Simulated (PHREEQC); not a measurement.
Dissolve 0.14 mol/kgw Pb(NO3)2 and 0.2 mol/kgw NaF at 89 °C. Closed to the air; pH follows from the charge balance.

Equilibrium calculation in PHREEQC: ion-association model, wateq4f.dat.

Question: The ionic strength comes out as 0.414 mol/kgw. What activity coefficients do PbOH+, Pb+2, Pb3(OH)4+2, Pb2OH+3, PbF4-2 get?

Answer: PbOH+ 0.70, Pb+2 0.24, Pb3(OH)4+2 0.24, Pb2OH+3 0.039, PbF4-2 0.24.

Precipitation was switched off in this run. The solution is supersaturated, for example in PbF2, Pb(OH)2, so a real one may precipitate; this is no full list. Species that the database lacks are ignored. Constants without temperature data keep their 25 °C values here.
